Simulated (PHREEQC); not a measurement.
**Alkaline etch or developer (model solution)**

Consider water at 25 °C with 0.8 mmol/kgw CsOH, 4.7e-05 mmol/kgw H4SiO4 and 0.028 mmol/kgw K2CO3. Closed to the air; pH follows from the charge balance.

The numbers come from PHREEQC with the ion-association model, wateq4f.dat.

This is a speciation only: nothing precipitates in the calculation.

Task: Predict the pH.

Result: pH 10.89.

Task: In which forms is Si present?

Result: H3SiO4- 92 %, H4SiO4 7.7 %, H2SiO4-2 0.5 % of the Si.
